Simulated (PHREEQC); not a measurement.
A solution holds 3.6 mmol/kgw Ni(NO3)2, 0.088 mmol/kgw KCl and 2.5 mmol/kgw HCl, at 25 °C. Closed to the air; pH follows from the charge balance.

The numbers come from PHREEQC with the ion-association model, wateq4f.dat.

```json
{
  "pH": "2.65",
  "ionic_strength": "0.0134 mol/kgw",
  "total_alkalinity": "-2.50 meq/kg"
}
```

```tsv
species	molality	activity	log γ
NO3-	0.00720	0.00637	-0.053
Ni+2	0.00359	0.00225	-0.203
Cl-	0.00257	0.00228	-0.052
H+	0.00250	0.00226	-0.044
K+	8.80e-5	7.81e-5	-0.052
NiCl+	1.45e-5	1.29e-5	-0.051
NiCl2	1.06e-7	1.07e-7	0.001
```

No solid was allowed to form. Complexes and solids missing from the database can't appear.
